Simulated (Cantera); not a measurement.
Charge: 1 mol SiCl4, 20 mol NH3, equilibrated at 1.33 mbar.

Cantera equilibrium calculation (NASA polynomials, part measured and part estimated; ideal gas, pure solids and liquids). Candidate condensed phases: NH4Cl, Si, Si3N4; 28 gas species. Gases not in the tables: Si2H6 and higher silanes. Equilibrium is a limit: real reactors are often held back by kinetics, nucleation or transport.

### Question
Which condensed phases are stable at each of these points (T (K)): 825, 925, 1025, 1125, 1225, 1325, 1425, 1525, 1625, 1725, 1825, 1925, 2025?

### Answer
| T (K) | condensed phases | Si condensed (%) |
|---|---|---|
| 825 | Si3N4(s) | 99.8 |
| 925 | Si3N4(s) | 99.9 |
| 1025 | Si3N4(s) | 99.9 |
| 1125 | Si3N4(s) | 99.9 |
| 1225 | Si3N4(s) | 99.4 |
| 1325 | Si3N4(s) | 96.6 |
| 1425 | Si3N4(s) | 84.7 |
| 1525 | Si3N4(s) | 55.6 |
| 1625 | Si(s) | 23.7 |
| 1725 | Si(l) | 20.8 |
| 1825 | Si(l) | 12.5 |
| 1925 | gas only | 0.0 |
| 2025 | gas only | 0.0 |

From 825 K to 1525 K the condensed part is Si3N4(s). At 1625 K the condensed part is Si(s). From 1725 K to 1825 K the condensed part is Si(l). From 1925 K to 2025 K nothing is condensed.
